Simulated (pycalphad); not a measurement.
An equivalent pycalphad script:

```python
from pycalphad import Database, equilibrium, calculate, variables as v
import numpy as np
db = Database('COST507.tdb')
comps = ['TI', 'B', 'VA']
phases = ['B2M', 'B2TI', 'B4M3', 'B4TI3', 'BCC_A2', 'BETA_RHOMBO_B', 'BM', 'BTI', 'HCP_A3', 'LIQUID']
eq = equilibrium(db, comps, phases, {v.X('B'): 0.0176, v.T: np.arange(2850, 499, -75), v.P: 101325, v.N: 1}, output=['HM', 'SM'])
```

Computed with pycalphad from the COST 507 light-alloy database (1999), at 1 atm. The database dates from 1999; later assessments differ in places, in temperatures and in the compounds included. Amounts are mole fractions of atoms. Diffusion is slow at the low end, where real alloys seldom reach equilibrium.

Results at three of the temperatures:

```
T = 2850.00 K, P = 101325 Pa, N = 1 mol of atoms
G = -220426 J/mol, H = 109977 J/mol, S = 115.93 J/(mol K)  (SER reference)
chemical potentials (J/mol): Ti -218400, B -333545
phase             fraction      x(Ti)       x(B)
LIQUID              1.0000     0.9824     0.0176
```

```
T = 975.00 K, P = 101325 Pa, N = 1 mol of atoms
G = -45521 J/mol, H = 16820 J/mol, S = 63.94 J/(mol K)  (SER reference)
chemical potentials (J/mol): Ti -43166, B -176959
phase             fraction      x(Ti)       x(B)
HCP_A3              0.9668     0.9990     0.0010
BM                  0.0332     0.5000     0.5000
```

```
T = 600.00 K, P = 101325 Pa, N = 1 mol of atoms
G = -24162 J/mol, H = 5276 J/mol, S = 49.06 J/(mol K)  (SER reference)
chemical potentials (J/mol): Ti -21558, B -169527
phase             fraction      x(Ti)       x(B)
HCP_A3              0.9651     0.9998   0.000171
BM                  0.0349     0.5000     0.5000
```

Changes of the phase set, refined by bisection:

```
T (K)   phases above  phases below
------  ------------  ------------
1903.7        liquid  bcc + liquid
1814.1  bcc + liquid      bcc + BM
1156.1      bcc + BM      BM + hcp
```

Database names, with the compositions (at.%) that they take in these runs: BM: Ti 50 B 50. HCP_A3 is hcp.
